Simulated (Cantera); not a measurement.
A Cantera script and what it prints.

```python
import numpy as np
import cantera as ct

gas_names = """
    HF N NH3
""".split()
cond_names = """
    Ba(cr) Ba(L) BaF2(a) BaF2(b,c) BaF2(L)
""".split()


# ... load() reads the species with a 1 bar reference pressure and builds the phases ...
species = {s.name: s for s in load("nasa_gas.yaml", gas_names) + load("nasa_condensed.yaml", cond_names)}
# Each term lists the table entries of one substance; the one whose range holds T is used.
reactions = {
    '3 Ba + 6 HF(g) + 2 N(g) = 2 NH3(g) + 3 BaF2':
        [(-3, ['Ba(cr)', 'Ba(L)']), (-6, ['HF']), (-2, ['N']), (2, ['NH3']), (3, ['BaF2(a)', 'BaF2(b,c)', 'BaF2(L)'])],
}


def pick(names, T):
    return next(species[n] for n in names if species[n].thermo.min_temp <= T <= species[n].thermo.max_temp)


results = []
for label, terms in reactions.items():
    print(label)
    print("     T/K   dH/kJ  dS/(J/K)   dG/kJ   log10 K")
    for T in [300, 750, 825, 900, 975, 1050]:
        used = [(nu, pick(names, T)) for nu, names in terms]
        dH = sum(nu * s.thermo.h(T) for nu, s in used) / 1e6
        dS = sum(nu * s.thermo.s(T) for nu, s in used) / 1e3
        dG = dH - T * dS / 1e3
        logK = -dG * 1e6 / (ct.gas_constant * T * np.log(10))
        results.append((label, T, dH, dS, dG, logK, [s.name for _, s in used]))
        print(f"{T:8g} {dH:8.1f} {dS:8.1f} {dG:8.1f} {logK:8.2f}")
```

Output:

```
3 Ba + 6 HF(g) + 2 N(g) = 2 NH3(g) + 3 BaF2
     T/K   dH/kJ  dS/(J/K)   dG/kJ   log10 K
     300  -3027.5   -862.0  -2768.9   482.10
     750  -3023.0   -855.4  -2381.4   165.85
     825  -3020.6   -852.4  -2317.4   146.72
     900  -3017.8   -849.2  -2253.6   130.79
     975  -3014.7   -845.8  -2190.0   117.32
    1050  -3034.0   -865.2  -2125.5   105.74
```

Source: NASA polynomial tables (part measured, part estimated), evaluated in Cantera. Condensed species are held in their standard states even where they would react or evaporate.
